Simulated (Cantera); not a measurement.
Feed: 1 mol BN, 0.54 mol NF3, at 1173.15 K and 0.0260 bar.

Cantera equilibrium calculation (NASA polynomials, part measured and part estimated; ideal gas, pure solids and liquids). Candidate condensed phases: B, BN; 13 gas species. Kinetics and transport are ignored.

Question: What is the equilibrium state?

Answer: 
* **x(N2)**: 0.500
* **x(BF3)**: 0.500
* **x(BF2)**: 8.95e-6
* **n(BN(s))**: 0.460 mol
* **gas amount**: 1.080 mol
* **log10 activity of B(s) (absent)**: -5.62
